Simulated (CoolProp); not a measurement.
1-butene along the isobar 627 kPa: fugacity coefficient from the reference equation and from simpler models built on Tc = 419.3 K, pc = 4006 kPa, ω = 0.192; each cubic takes its own stable root.

Values from CoolProp's reference Helmholtz-energy equation of state, Lemmon 2005. It is a short technical equation, of lower accuracy than the large ones.

```csv
T (K),phase,reference
326.8,gas,0.8774
334.9,gas,0.8872
343.1,gas,0.8961
351.2,gas,0.9039
359.3,gas,0.9109
367.5,gas,0.9173
375.6,gas,0.9230
383.8,gas,0.9282
391.9,gas,0.9329
400,gas,0.9372
408.2,gas,0.9412
```

Question: How far does each simpler model (van der Waals, Soave-Redlich-Kwong, Peng-Robinson) lie from the reference over these 11 states: mean and median of the absolute difference, and the worst?

Answer: 
- van der Waals: mean 2.3 %, median 2.1 %, worst +4.5 % at 326.8 K and 627 kPa
- Soave-Redlich-Kwong: mean 0.4 %, median 0.3 %, worst +1.1 % at 326.8 K and 627 kPa
- Peng-Robinson: mean 0.3 %, median 0.4 %, worst -0.5 % at 408.2 K and 627 kPa
